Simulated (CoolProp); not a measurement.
Vapour-liquid equilibrium of propane (1) + isohexane (2) at 1.39 bar; x and y are mole fractions of (1).

The numbers come from the multi-fluid Helmholtz-energy mixture model, Lemmon 2009 and Lemmon 2006; pair parameters Bell 2016 in CoolProp.

Question: Give the bubble temperature and the first vapour's composition at x = 0.2, 0.35, 0.425. Is there an azeotrope?

Answer: x = 0.2: 283.9 K, y = 0.906; x = 0.35: 266.4 K, y = 0.967; x = 0.425: 260.7 K, y = 0.979. No azeotrope shows between x = 0.05 and 0.95.

Pair parameters are fitted to limited data, so mixtures are less certain than the pure fluids. The gap from Raoult's law changes sign with composition, which may be real or a fault of the pair parameters; it wasn't checked against measurements.
